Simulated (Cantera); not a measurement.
Charge: 1 mol Si2Cl6, 5.4 mol N2, 18 mol H2, held at 16.0 Pa.

Cantera equilibrium calculation (NASA polynomials, part measured and part estimated; ideal gas, pure solids and liquids). Candidate condensed phases: NH4Cl, Si, Si3N4; 28 gas species. The feed counts by its element totals alone. N2 is the only nitrogen source here; it is nearly inert below about 1500 K, so the nitride shown seldom forms there in practice. The tables' values for SiCl, SiCl3, SiN are old estimates; treat these amounts as uncertain. Gases not in the tables: Si2H6 and higher silanes. Kinetics and transport are ignored.

x: gas mole fraction; n: condensed amount in mol.

| T (K) | x H2 | x HCl | x N2 | x H | x SiCl2 | x Si | x Cl | n Si3N4(s) | n Si(s) | n Si(l) |
|---|---|---|---|---|---|---|---|---|---|---|
| 1173 | 0.600 | 0.235 | 0.163 | 7.22e-6 | 0.00125 | 1.85e-11 | 2.47e-6 | ? | 0 | 0 |
| 1273 | 0.605 | 0.218 | 0.168 | 4.38e-5 | 0.00881 | 4.87e-9 | 1.34e-5 | ? | 0 | 0 |
| 1373 | 0.618 | 0.171 | 0.180 | 0.000207 | 0.0307 | 5.46e-7 | 4.75e-5 | ? | 0 | 0 |
| 1473 | 0.633 | 0.113 | 0.195 | 0.000796 | 0.0581 | 3.15e-5 | 0.000115 | ? | 0 | 0 |
| 1573 | 0.627 | 0.105 | 0.204 | 0.00254 | 0.0601 | 0.000344 | 0.000341 | 0 | 0.389 | 0 |
| 1673 | 0.622 | 0.102 | 0.203 | 0.00710 | 0.0607 | 0.00261 | 0.000912 | 0 | 0.290 | 0 |
| 1773 | 0.605 | 0.103 | 0.199 | 0.0175 | 0.0568 | 0.0133 | 0.00230 | 0 | 0 | 0.0250 |
| 1873 | 0.564 | 0.126 | 0.194 | 0.0383 | 0.0398 | 0.0279 | 0.00647 | 0 | 0 | 0 |
| 1973 | 0.510 | 0.143 | 0.186 | 0.0762 | 0.0217 | 0.0429 | 0.0160 | 0 | 0 | 0 |

**Question.** Fill in the missing entries.

**Answer.** 
- 1173, n Si3N4(s): 0.652
- 1273, n Si3N4(s): 0.588
- 1373, n Si3N4(s): 0.400
- 1473, n Si3N4(s): 0.158
